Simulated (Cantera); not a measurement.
A freely propagating, adiabatic, planar premixed flame of 8.61 % CH₄, 15.7 % O₂, 75.7 % N₂, unburnt at 525 K and 3750 Torr; mixture-averaged transport, grid criteria slope 0.08 and curve 0.16, no radiation.

Model: GRI-Mech 3.0 (53 species, 325 reactions), integrated in Cantera. Burning velocities carry a grid error of a few per cent, more on coarse grids.

Task: Predict: laminar burning velocity; thermal thickness; peak x(C₂H₄); peak x(CH₂).

Result: 
- laminar burning velocity = 29.2 cm/s
- thermal thickness = 0.177 mm
- peak x(C₂H₄) = 0.000836
- peak x(CH₂) = 2.68e-5
